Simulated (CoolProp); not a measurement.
Vapour-liquid equilibrium of R13 (1) + propylene (2) at -82.75 °C; x and y are mole fractions of (1).

The numbers come from the multi-fluid Helmholtz-energy mixture model, Platzer 1990 and Lemmon 2013; pair parameters Bell 2016 in CoolProp. This equation is an older, rougher fit; its heat capacities, sound speeds and derivatives of the liquid may be far off and weren't checked against measurements.

Problem. Give the bubble pressure and the first vapour's composition at x = 0.05, 0.725, 0.875. Is there an azeotrope?

Solution. x = 0.05: 0.02449 MPa, y = 0.430; x = 0.725: 0.08024 MPa, y = 0.915; x = 0.875: 0.08759 MPa, y = 0.954. No azeotrope shows between x = 0.05 and 0.95.

The pair parameters rest on a limited set of measurements; away from them the model extrapolates. With so large a gap from Raoult's law the liquid may split in two, which this calculation doesn't test in full.
